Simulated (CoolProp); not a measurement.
Vapour-liquid equilibrium of R125 (1) + fluoroethane (R161) (2) at 0.181 MPa; x and y are mole fractions of (1).

Model: multi-fluid Helmholtz-energy mixture model, Lemmon 2005 and Wu 2012; pair parameters Bell 2016, in CoolProp.

Question: Give the bubble temperature and the first vapour's composition at x = 0.05, 0.35, 0.45. Is there an azeotrope?

Answer: x = 0.05: 248.5 K, y = 0.070; x = 0.35: 244.2 K, y = 0.477; x = 0.45: 242.7 K, y = 0.585. No azeotrope shows between x = 0.05 and 0.95.

The pair parameters rest on a limited set of measurements; away from them the model extrapolates. The gap from Raoult's law changes sign with composition, which may be real or a fault of the pair parameters; it wasn't checked against measurements.
